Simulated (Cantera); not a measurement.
Low-pressure radical oxidation in H2/O2

A perfectly stirred reactor is fed with 5.20 % H₂, 57.8 % O₂, 36.4 % N₂, 0.635 % H₂O, equivalence ratio 0.045, at 1.13 Torr; it is held at 1225 K, and followed from long to short residence time.

Cantera simulation using the H2/O2 subset of GRI-Mech 3.0, which has no nitrogen chemistry; the numbers are that mechanism's predictions, not measurements. Radical loss at walls, strong at low pressure, is not modelled. The temperature is held fixed by assumption; the heat of reaction is taken as removed at once.

```tsv
τ (s)	x H₂	x O₂	x H₂O	x HO₂	x H₂O₂
26	0.000341	0.561	0.0578	2.09e-7	9.48e-9
7.2	0.000671	0.555	0.0558	2.58e-7	1.03e-8
2.0	0.00111	0.548	0.0529	2.86e-7	1.02e-8
0.54	0.00157	0.543	0.0503	2.98e-7	1.02e-8
0.15	0.00234	0.541	0.0483	3.04e-7	1.12e-8
0.040	0.00472	0.544	0.0450	3.12e-7	1.44e-8
0.011	0.0118	0.550	0.0379	3.11e-7	1.98e-8
0.0030	0.0308	0.563	0.0221	2.70e-7	1.64e-8
```
x: mole fraction; the columns are a selection and need not sum to one.
